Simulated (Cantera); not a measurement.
Boron, boron nitride and boron oxide: B₂O₃ + H₂

A closed system holds: 1 mol B₂O₃, 160 mol H₂, at 800 K and 1.00 Torr.

Equilibrium computed with Cantera from the NASA thermochemical tables; the gas is ideal and each condensed phase is pure. Candidate condensed phases: B, B₂O₃, B₃O₃H₃, H₂O; 23 gas species. The numbers say what is thermodynamically allowed, not how fast it happens.

x(H₂): 1.00
n(B₂O₃(l)): 1.000 mol
gas amount: 160.0 mol
log10 activity of B(s) (absent): -3.73
log10 activity of B₃O₃H₃(s) (absent): -13.71
